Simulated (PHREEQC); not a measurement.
Make-up at 95 °C: 0.0012 mol NiCl2, 0.13 mol NaCl and 0.036 mol H2SO4 per kg of water. Closed to the air; pH follows from the charge balance.

Computed with PHREEQC (ion-association model, wateq4f.dat).

Task: The ionic strength comes out as 0.178 mol/kgw. What activity coefficients do SO4-2, NaSO4-, NiCl+, H+, Na+ get?

Result: SO4-2 0.26, NaSO4- 0.72, NiCl+ 0.72, H+ 0.78, Na+ 0.72.

Precipitation was switched off in this run. Away from 25 °C the constants follow the database's enthalpies or fits; those with neither stay at their 25 °C values.
